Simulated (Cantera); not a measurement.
**Low-pressure radical oxidation in H2/O2**

A perfectly stirred reactor is fed with H2 : O2 = 0.095 : 1 (molar parts), equivalence ratio 0.048, at 10.00 Torr; it is held at 1125 K, and followed from long to short residence time.

Computed with Cantera and GRI-Mech 3.0 (53 species, 325 reactions). Radical loss at walls, strong at low pressure, is not modelled. The temperature is held fixed by assumption; the heat of reaction is taken as removed at once.

| τ (s) | x H2 | x O2 | x H2O | x HO2 | x OH | x H |
|---|---|---|---|---|---|---|
| 11 | 8.04e-5 | 0.909 | 0.0903 | 1.27e-6 | 0.000473 | 2.73e-5 |
| 4.0 | 0.000151 | 0.908 | 0.0901 | 1.91e-6 | 0.000665 | 7.47e-5 |
| 1.4 | 0.000286 | 0.907 | 0.0897 | 2.77e-6 | 0.000947 | 0.000211 |
| 0.50 | 0.000529 | 0.905 | 0.0889 | 3.74e-6 | 0.00134 | 0.000573 |
| 0.18 | 0.000964 | 0.901 | 0.0875 | 4.75e-6 | 0.00188 | 0.00150 |
| 0.063 | 0.00177 | 0.894 | 0.0847 | 5.68e-6 | 0.00263 | 0.00378 |
| 0.022 | 0.00323 | 0.885 | 0.0798 | 6.32e-6 | 0.00357 | 0.00836 |
| 0.0079 | 0.00588 | 0.875 | 0.0725 | 6.61e-6 | 0.00461 | 0.0147 |
| 0.0028 | 0.0114 | 0.871 | 0.0630 | 6.60e-6 | 0.00571 | 0.0201 |
| 0.0010 | 0.0234 | 0.875 | 0.0499 | 6.24e-6 | 0.00652 | 0.0208 |
| 0.00035 | 0.0491 | 0.890 | 0.0282 | 5.21e-6 | 0.00554 | 0.0133 |
x: mole fraction; the columns are a selection and need not sum to one.
